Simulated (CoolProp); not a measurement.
Vapour-liquid equilibrium of n-octane (1) + p-xylene (2) at 54.4 kPa; x and y are mole fractions of (1).

Model: multi-fluid Helmholtz-energy mixture model, Beckmüller 2019 and Zhou 2012; pair parameters Bell 2016, in CoolProp.

```csv
x,bubble temperature (°C),y at the bubble point,dew temperature at overall composition x (°C),liquid density (mol/L)
0.05,115.2,?,115.7,7.185
0.125,113.5,0.196,114.6,?
0.2,112.1,0.290,113.4,6.872
0.275,110.9,0.373,112.3,6.723
0.35,109.8,0.448,111.2,6.579
0.425,109.0,0.518,110.2,6.440
0.5,108.2,0.584,?,6.305
0.575,107.5,0.647,?,6.176
0.65,106.8,?,107.4,6.051
0.725,106.3,0.771,106.7,?
0.8,105.8,0.833,106.0,?
0.875,?,0.895,105.5,5.701
0.95,104.9,0.958,104.9,5.592
```

### Question
Fill in the missing entries.

### Answer

- 0.05, y at the bubble point: 0.086
- 0.125, liquid density (mol/L): 7.026
- 0.5, dew temperature at overall composition x (°C): 109.2
- 0.575, dew temperature at overall composition x (°C): 108.3
- 0.65, y at the bubble point: 0.710
- 0.725, liquid density (mol/L): 5.930
- 0.8, liquid density (mol/L): 5.813
- 0.875, bubble temperature (°C): 105.3

No azeotrope shows between x = 0.05 and 0.95.

Pair parameters are fitted to limited data, so mixtures are less certain than the pure fluids.
